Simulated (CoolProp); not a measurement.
Vapour-liquid equilibrium of cyclohexane (1) + dimethyl carbonate (2) at 177.75 °C; x and y are mole fractions of (1).

The numbers come from the multi-fluid Helmholtz-energy mixture model, Zhou 2014 and Zhou 2011; pair parameters Bell 2016 in CoolProp.

```json
[
 {"x": "0.05", "bubble pressure (MPa)": "___", "y at the bubble point": "0.102", "dew pressure at overall composition x (MPa)": "0.9232", "liquid density (mol/L)": "9.098"},
 {"x": "0.2", "bubble pressure (MPa)": "1.089", "y at the bubble point": "___", "dew pressure at overall composition x (MPa)": "1.023", "liquid density (mol/L)": "8.611"},
 {"x": "0.35", "bubble pressure (MPa)": "1.155", "y at the bubble point": "0.420", "dew pressure at overall composition x (MPa)": "1.120", "liquid density (mol/L)": "8.193"},
 {"x": "0.5", "bubble pressure (MPa)": "1.179", "y at the bubble point": "0.513", "dew pressure at overall composition x (MPa)": "1.178", "liquid density (mol/L)": "___"},
 {"x": "0.65", "bubble pressure (MPa)": "1.169", "y at the bubble point": "0.604", "dew pressure at overall composition x (MPa)": "1.153", "liquid density (mol/L)": "7.583"},
 {"x": "0.8", "bubble pressure (MPa)": "1.118", "y at the bubble point": "0.717", "dew pressure at overall composition x (MPa)": "1.065", "liquid density (mol/L)": "___"},
 {"x": "0.95", "bubble pressure (MPa)": "___", "y at the bubble point": "___", "dew pressure at overall composition x (MPa)": "0.9628", "liquid density (mol/L)": "7.264"}
]
```

Problem. Some entries are withheld; supply them.

Solution. 
- 0.05, bubble pressure (MPa): 0.9570
- 0.2, y at the bubble point: 0.299
- 0.5, liquid density (mol/L): 7.849
- 0.8, liquid density (mol/L): 7.392
- 0.95, bubble pressure (MPa): 0.9958
- 0.95, y at the bubble point: 0.902

y crosses x between x = 0.5 and 0.65: the model has an azeotrope there.

Pair parameters are fitted to limited data, so mixtures are less certain than the pure fluids.
